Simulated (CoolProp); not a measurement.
Sulfur hexafluoride along the isobar 2.55 MPa: density (kg/m³) from the reference equation and from simpler models built on Tc = 318.7 K, pc = 3.755 MPa, ω = 0.210; each cubic takes its own stable root.

Computed with CoolProp (reference Helmholtz-energy equation of state, Guder 2009).

| T (K) | phase | reference | Soave-Redlich-Kwong | Peng-Robinson |
|---|---|---|---|---|
| 247.2 | liquid | 1737 | 1649 | 1867 |
| 268.9 | liquid | 1607 | 1492 | 1690 |
| 290.6 | liquid | 1434 | … | 1439 |
| 312.3 | gas | 210.9 | 210.1 | 217.7 |
| 333.9 | gas | … | … | 179.2 |
| 355.6 | gas | 152.5 | 152.5 | 156.4 |
| 377.3 | gas | 137.4 | 137.2 | 140.3 |
| 399 | gas | 125.8 | 125.5 | … |
| 420.7 | gas | 116.5 | 116.1 | 118.3 |
| 442.4 | gas | 108.8 | 108.4 | 110.3 |
| 464 | gas | 102.3 | … | 103.5 |
| 485.7 | gas | 96.63 | … | 97.58 |
| 507.4 | gas | 91.64 | 91.14 | 92.42 |
| 529.1 | gas | … | 86.73 | 87.87 |
| 550.8 | gas | 83.26 | 82.78 | 83.80 |

Task: Some entries are withheld; supply them.

Result: 
- 290.6, Soave-Redlich-Kwong: 1273
- 333.9, reference: 174.0
- 333.9, Soave-Redlich-Kwong: 174.1
- 399, Peng-Robinson: 128.1
- 464, Soave-Redlich-Kwong: 101.8
- 485.7, Soave-Redlich-Kwong: 96.13
- 529.1, reference: 87.22
